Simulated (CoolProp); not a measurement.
The numbers come from the reference Helmholtz-energy equation of state, Bücker 2006 in CoolProp.

Problem. For isobutane, give the phase and the isothermal compressibility (1/MPa), conductivity (mW/(m K)) at 162.55 °C and 0.43 MPa; 162.55 °C and 0.695 MPa.

Solution. 
- 162.55 °C and 0.43 MPa: gas; isothermal compressibility 2.41, conductivity 34.0
- 162.55 °C and 0.695 MPa: gas; isothermal compressibility 1.52, conductivity 34.2

Thermal conductivity comes from a separate model (Perkins 2002).
